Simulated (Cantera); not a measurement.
A closed system holds: 1 mol AlCl3, 33 mol N2O, 360 mol N2, held at 90.0 Torr.

Equilibrium computed with Cantera from the NASA thermochemical tables; the gas is ideal and each condensed phase is pure. Candidate condensed phases: Al, AlCl3, AlN, Al2O3; 24 gas species. Equilibrium is a limit: real reactors are often held back by kinetics, nucleation or transport. All values below are at 1375 K.

Base state: N2 0.956, O2 0.0382, Cl 0.00309, Cl2 0.00210, NO 0.000295 (mole fractions); condensed: Al2O3(s).

### Question
What changes in the equilibrium state with this change: pressure from 90.0 Torr to 10.0 Torr?

### Answer
```
species          before     after
-------------  --------  --------
N2                0.956     0.955
O2               0.0382    0.0381
Cl              0.00309   0.00570
Cl2             0.00210  0.000794
NO             0.000295  0.000295
Al2O3(s), mol     0.500     0.500
```

### Question
What changes in the equilibrium state with this change: 0.72 mol Cl2 added?

### Answer
| species | before | after |
|---|---|---|
| N2 | 0.956 | 0.954 |
| O2 | 0.0382 | 0.0381 |
| Cl | 0.00309 | 0.00394 |
| Cl2 | 0.00210 | 0.00342 |
| NO | 0.000295 | 0.000294 |
| Al2O3(s), mol | 0.500 | 0.500 |
